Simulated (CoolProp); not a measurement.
Vapour-liquid equilibrium of R22 (1) + methanol (2) at 150 kPa; x and y are mole fractions of (1).

Values from CoolProp's multi-fluid Helmholtz-energy mixture model, Kamei 1995 and de Reuck 1993; pair parameters Bell 2016.

Question: Give the bubble temperature and the first vapour's composition at x = 0.275, 0.65, 0.95. Is there an azeotrope?

Answer: x = 0.275: -8.6 °C, y = 0.987; x = 0.65: -24.4 °C, y = 0.997; x = 0.95: -30.9 °C, y = 1.000. No azeotrope shows between x = 0.05 and 0.95.

The pair parameters rest on a limited set of measurements; away from them the model extrapolates. With so large a gap from Raoult's law the liquid may split in two, which this calculation doesn't test in full.
